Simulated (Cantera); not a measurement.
What does this Cantera script print?

```python
import numpy as np
import cantera as ct

gas_names = """
    AL ALCL ALCL2 ALCL3 ALO ALOCL ALO2 AL2 AL2CL6 AL2O AL2O2 CL CLO CL2 O O2 O3
""".split()
cond_names = """
    AL(cr) AL(L) ALCL3(s) ALCL3(L) AL2O3(a) AL2O3(L)
""".split()


def load(file, names, dense=False):
    # The tables refer to 1 bar. Condensed volumes are neglected.
    table = {s.name: s for s in ct.Species.list_from_file(file)}
    out = []
    for n in names:
        d = dict(table[n].input_data)
        d["thermo"] = dict(d["thermo"], **{"reference-pressure": 1e5})
        if dense:
            d["equation-of-state"] = {"model": "constant-volume", "density": "1e6 g/cm^3"}
        out.append(ct.Species.from_dict(d))
    return out


gas = ct.Solution(thermo="ideal-gas", species=load("nasa_gas.yaml", gas_names))
cond = {s.name: ct.Solution(thermo="fixed-stoichiometry", species=[s], name=s.name)
        for s in load("nasa_condensed.yaml", cond_names, dense=True)}
atoms = {
    'Al2O3': {'AL': 2, 'O': 3},
    'Cl2': {'CL': 2},
    'O2': {'O': 2},
}
top_T = {}  # K; cautious upper limits of use, not melting points


def equilibrate(T, P, feed):
    n = {}
    for name, mol in feed.items():
        for a, k in atoms[name].items():
            n[a] = n.get(a, 0.0) + k * mol
    gas.TPX = T, P, n
    mass = sum(n.values()) * gas.mean_molecular_weight
    gas.equilibrate("TP")
    valid = [c for c in cond.values() if c.min_temp <= T <= top_T.get(c.name, c.max_temp)]
    mix = ct.Mixture([(gas, mass / gas.mean_molecular_weight)] + [(c, 0.0) for c in valid])
    mix.T, mix.P = T, P
    mix.equilibrate("TP", solver="vcs", rtol=1e-11, max_steps=5000)
    return mix


results = []
feed = {'Al2O3': 1, 'Cl2': 0.79, 'O2': 0.29}  # mol
T = 1298  # K
P = 3800  # Pa
mix = equilibrate(T, P, feed)
results.append((T, P, feed, dict(zip(mix.species_names, mix.species_moles))))
x = sorted(zip(gas.X, gas.species_names), reverse=True)
print(f"T = {T:g} K  P = {P:g} Pa  gas = {mix.phase_moles(0):.4g} mol")
print("   x: " + "  ".join(f"{s} {v:.3e}" for v, s in x if v > 0.0001))
print("   condensed (mol): " + ("  ".join(f"{mix.phase(i).name} {mix.phase_moles(i):.4g}"
      for i in range(1, mix.n_phases) if mix.phase_moles(i) > 1e-12) or "none"))
```

Result:

```
T = 1298 K  P = 3800 Pa  gas = 1.109 mol
   x: CL2 6.864e-01  O2 2.615e-01  CL 5.179e-02  CLO 1.704e-04
   condensed (mol): AL2O3(a) 1
```

Equilibrium computed with Cantera from the NASA thermochemical tables; the gas is ideal and each condensed phase is pure.
